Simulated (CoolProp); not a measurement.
Vapour-liquid equilibrium of R134a (1) + R1234ze(E) (2) at 0.141 MPa; x and y are mole fractions of (1).

Model: multi-fluid Helmholtz-energy mixture model, Tillner-Roth 1994 and Thol 2016; pair parameters Bell 2022, in CoolProp.

Q: Give the bubble temperature and the first vapour's composition at x = 0.25, 0.35, 0.85. Is there an azeotrope?

A: x = 0.25: 258.8 K, y = 0.328; x = 0.35: 257.9 K, y = 0.431; x = 0.85: 255.1 K, y = 0.870. No azeotrope shows between x = 0.05 and 0.95.

The pair parameters rest on a limited set of measurements; away from them the model extrapolates.
